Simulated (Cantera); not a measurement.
Charge: 1 mol SiH2Cl2, 0.01 mol Cl2, 5.5 mol H2, at 1200 K and 1 atm.

Cantera equilibrium calculation (NASA polynomials, part measured and part estimated; ideal gas, pure solids and liquids). Candidate condensed phases: Si; 19 gas species. The tables' values for SiCl3 are old estimates; treat these amounts as uncertain. Rates play no part.

Base state: H2 0.891, SiCl4 0.0379, HCl 0.0365, SiHCl3 0.0252, SiCl3 0.00391, SiCl2 0.00353, SiH2Cl2 0.00219, SiH3Cl 5.21e-5 (mole fractions); condensed: Si(s).

**Question.** What changes in the equilibrium state with this change: temperature from 1200 K to 1000 K?

**Answer.** 
| species | before | after |
|---|---|---|
| H2 | 0.891 | 0.911 |
| SiCl4 | 0.0379 | 0.0454 |
| SiHCl3 | 0.0252 | 0.0309 |
| HCl | 0.0365 | 0.00945 |
| SiCl2 | 0.00353 | 0.000166 |
| SiCl3 | 0.00391 | 0.000559 |
| SiH3Cl | 5.21e-5 | 4.23e-5 |
| SiH2Cl2 | 0.00219 | 0.00226 |
| Si(s), mol | 0.488 | 0.448 |

**Question.** What changes in the equilibrium state with this change: SiH2Cl2 replaced by Si2Cl6?

**Answer.** 
```tsv
species	before	after
H2	0.891	0.727
SiCl4	0.0379	0.144
SiHCl3	0.0252	0.0618
SiCl3	0.00391	0.0106
HCl	0.0365	0.0460
SiCl2	0.00353	0.00687
SiH2Cl2	0.00219	0.00348
SiH3Cl	5.21e-5	5.37e-5
Si(s), mol	0.488	0.412
```
The feed counts by its element totals alone.
